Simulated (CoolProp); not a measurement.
R1234ze(Z) along the isotherm 310 K: fugacity coefficient from the reference equation and from simpler models built on Tc = 423.3 K, pc = 3531 kPa, ω = 0.327; each cubic takes its own stable root.

Computed with CoolProp (reference Helmholtz-energy equation of state, Akasaka 2019).

```tsv
p (kPa)	phase	reference	van der Waals	Redlich-Kwong	Soave-Redlich-Kwong
2210	liquid	0.1167	0.3718	0.1977	0.1217
4410	liquid	0.06338	0.2161	0.1100	0.06736
6620	liquid	0.04577	0.1666	0.08121	0.04953
8830	liquid	0.03718	0.1441	0.06741	0.04094
11000	liquid	0.03227	0.1329	0.05973	0.03615
13200	liquid	0.02910	0.1272	0.05496	0.03315
15400	liquid	0.02698	0.1250	0.05197	0.03125
17700	liquid	0.02547	0.1254	0.05005	0.03001
```
